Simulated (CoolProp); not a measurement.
A single-stage vapour-compression cycle with CH2F2 (R32): evaporating at 239.15 K (dew point), condensing at 286.15 K (bubble point), superheat 8 K, subcooling 0 K, compressor efficiency 0.8, no pressure losses. Each further row changes one setting.

The numbers come from the reference Helmholtz-energy equation of state, Tillner-Roth 1997 in CoolProp.

| case | cooling COP | pressure ratio | discharge temperature (K) | refrigerating effect (kJ/kg) | volumetric capacity (kJ/m³) |
|---|---|---|---|---|---|
| as stated | 3.21 | 5.23 | 361.9 | 289 | 1800 |
| evaporating temperature 244.15 K | 3.75 | 4.24 | 352.4 | 291 | 2210 |
| condensing temperature 281.15 K | 3.69 | 4.51 | 350.8 | 298 | 1860 |
| subcooling 5 K | 3.31 | 5.23 | 361.9 | 298 | 1860 |
| superheat 18 K | 3.16 | 5.23 | 374.8 | 298 | 1770 |
| compressor efficiency 0.7 | 2.81 | 5.23 | 374.2 | 289 | 1800 |
